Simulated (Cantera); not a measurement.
Mixture: CH₄ : H₂ : O₂ : N₂ = 1 : 0.032 : 1.34 : 6.85 (molar parts), equivalence ratio 1.5, at 1.01 bar, adiabatic and at constant pressure. Ignition delay is the time to a rise of 400 K.

Cantera simulation using GRI-Mech 3.0 (53 species, 325 reactions); the numbers are that mechanism's predictions, not measurements.

Problem. What does this change do: pressure from 1.01 bar to 24.0 bar?

Solution. 
```
quantity                                                before       after
--------------------------------------------------  ----------  ----------
delay at 1175 K                                        73.8 ms     1.99 ms
delay at 1275 K                                        20.3 ms    0.800 ms
delay at 1375 K                                        6.02 ms    0.333 ms
delay at 1475 K                                        1.98 ms    0.141 ms
delay at 1575 K                                       0.741 ms     60.7 µs
delay at 1675 K                                       0.320 ms     27.1 µs
apparent activation energy between 1475 and 1675 K  190 kJ/mol  170 kJ/mol
```
The pressure lies above the range GRI-Mech 3.0 was tuned for (to about 10 atm).

Problem. What does this change do: N2 6.85 to 9.8 parts?

Solution. 
| quantity | before | after |
|---|---|---|
| delay at 1175 K | 73.8 ms | 0.107 s |
| delay at 1275 K | 20.3 ms | 29.4 ms |
| delay at 1375 K | 6.02 ms | 8.64 ms |
| delay at 1475 K | 1.98 ms | 2.77 ms |
| delay at 1575 K | 0.741 ms | 1.01 ms |
| delay at 1675 K | 0.320 ms | 0.423 ms |
| apparent activation energy between 1475 and 1675 K | 190 kJ/mol | 190 kJ/mol |
